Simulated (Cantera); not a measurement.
Mixture: 4.42 % CO, 0.928 % H2, 5.74 % CH4, 18.6 % O2, 70.3 % N2, equivalence ratio 0.76, at 1.00 bar, adiabatic and at constant volume. Ignition delay is the time to a rise of 400 K.

Model: GRI-Mech 3.0 (53 species, 325 reactions), integrated in Cantera.

**Question.** Predict: delay at 1198 K; delay at 1298 K; delay at 1398 K; delay at 1498 K; delay at 1598 K; delay at 1698 K; delay at 1798 K; apparent activation energy between 1598 and 1798 K.

**Answer.** 
```
Item                                                     Value
--------------------------------------------------  ----------
delay at 1198 K                                        8.21 ms
delay at 1298 K                                        2.85 ms
delay at 1398 K                                        1.10 ms
delay at 1498 K                                       0.485 ms
delay at 1598 K                                       0.243 ms
delay at 1698 K                                       0.133 ms
delay at 1798 K                                        77.6 µs
apparent activation energy between 1598 and 1798 K  140 kJ/mol
```
